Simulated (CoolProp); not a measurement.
Model: reference Helmholtz-energy equation of state, Outcalt 1996, in CoolProp. It is a modified Benedict-Webb-Rubin equation, recast in Helmholtz form.

Q: For R152A, give the phase and the cp (kJ/(kg K)), cv (kJ/(kg K)), speed of sound (m/s), viscosity (µPa s) at 333.4 K and 0.101 MPa; 391.4 K and 0.101 MPa; 397.8 K and 0.101 MPa.

A: 
- 333.4 K and 0.101 MPa: gas; cp 1.12, cv 0.986, speed of sound 215, viscosity 12.5
- 391.4 K and 0.101 MPa: gas; cp 1.24, cv 1.11, speed of sound 233, viscosity 14.6
- 397.8 K and 0.101 MPa: gas; cp 1.26, cv 1.13, speed of sound 235, viscosity 14.8

Viscosity comes from a separate model (Bell 2016), an estimate that may be off by 10 % or more.
